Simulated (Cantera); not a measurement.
## Cu2O + CO (carbothermic reduction)

A closed system holds: 1 mol Cu2O, 0.66 mol CO, equilibrated at 11.0 Pa.

Method: chemical equilibrium by Gibbs-energy minimisation in Cantera with the NASA 1993 tables (ideal gas, pure condensed phases). Candidate condensed phases: C, Cu, CuO, Cu2O; 15 gas species. Mutual solubility and eutectic melting of coexisting phases are not modelled. Kinetics and transport are ignored.

From 850 K to 1250 K the condensed part is Cu(s) + Cu2O(s). At 1450 K the condensed part is Cu(l). From 1650 K to 2450 K nothing is condensed.

```json
[
 {"T (K)": "850", "x CO2": "1.000", "x Cu": "1.18e-10", "x O": "<1e-12", "x O2": "7.56e-10", "x CO": "5.21e-7", "x Cu2": "<1e-12", "x CuO": "<1e-12", "n Cu(s)": "1.32", "n Cu2O(s)": "0.340", "n Cu(l)": "0"},
 {"T (K)": "1050", "x CO2": "1.000", "x Cu": "9.57e-7", "x O": "1.63e-10", "x O2": "6.50e-6", "x CO": "1.15e-5", "x Cu2": "3.69e-12", "x CuO": "1.52e-11", "n Cu(s)": "1.32", "n Cu2O(s)": "0.340", "n Cu(l)": "0"},
 {"T (K)": "1250", "x CO2": "0.997", "x Cu": "0.000421", "x O": "3.57e-7", "x O2": "0.00293", "x CO": "9.48e-5", "x Cu2": "2.08e-8", "x CuO": "8.00e-8", "n Cu(s)": "1.33", "n Cu2O(s)": "0.336", "n Cu(l)": "0"},
 {"T (K)": "1450", "x CO2": "0.770", "x Cu": "0.0313", "x O": "8.53e-5", "x O2": "0.198", "x CO": "0.000371", "x Cu2": "8.76e-6", "x CuO": "3.22e-5", "n Cu(s)": "0", "n Cu2O(s)": "0", "n Cu(l)": "1.97"},
 {"T (K)": "1650", "x CO2": "0.230", "x Cu": "0.704", "x O": "0.000611", "x O2": "0.0612", "x CO": "0.00334", "x Cu2": "0.000631", "x CuO": "0.000293", "n Cu(s)": "0", "n Cu2O(s)": "0", "n Cu(l)": "0"},
 {"T (K)": "1850", "x CO2": "0.205", "x Cu": "0.696", "x O": "0.00484", "x O2": "0.0693", "x CO": "0.0252", "x Cu2": "0.000133", "x CuO": "0.000240", "n Cu(s)": "0", "n Cu2O(s)": "0", "n Cu(l)": "0"},
 {"T (K)": "2050", "x CO2": "0.134", "x Cu": "0.666", "x O": "0.0272", "x O2": "0.0861", "x CO": "0.0863", "x Cu2": "3.52e-5", "x CuO": "0.000209", "n Cu(s)": "0", "n Cu2O(s)": "0", "n Cu(l)": "0"},
 {"T (K)": "2250", "x CO2": "0.0528", "x Cu": "0.618", "x O": "0.0987", "x O2": "0.0788", "x CO": "0.151", "x Cu2": "1.09e-5", "x CuO": "0.000157", "n Cu(s)": "0", "n Cu2O(s)": "0", "n Cu(l)": "0"},
 {"T (K)": "2450", "x CO2": "0.0124", "x Cu": "0.573", "x O": "0.203", "x O2": "0.0356", "x CO": "0.177", "x Cu2": "3.94e-6", "x CuO": "8.44e-5", "n Cu(s)": "0", "n Cu2O(s)": "0", "n Cu(l)": "0"}
]
```
x: gas mole fraction; n: condensed amount in mol.
